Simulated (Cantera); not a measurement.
Mixture: H2 : O2 : N2 = 1 : 0.312 : 2.06 (molar parts), at 1.01 bar, adiabatic and at constant pressure. Ignition delay is the time to a rise of 400 K.

Detailed kinetics in Cantera: the H2/O2 subset of GRI-Mech 3.0, which has no nitrogen chemistry. Where the delays flatten at high temperature, the 400 K rule measures the pace of heat release, not the induction time.

| quantity | before | after |
|---|---|---|
| delay at 1175 K | 80.6 µs | 87.0 µs |
| delay at 1325 K | 43.0 µs | 47.1 µs |
| delay at 1475 K | 31.6 µs | 35.5 µs |
| delay at 1625 K | 29.1 µs | 33.4 µs |
| delay at 1775 K | 30.9 µs | 35.9 µs |

Q: What was changed between the two runs?
A) pressure from 1.01 bar to 5.00 bar
B) H2 1 to 1.5 parts
C) pressure from 1.01 bar to 12.0 bar
D) constant volume in place of constant pressure

A: B, H2 1 to 1.5 parts
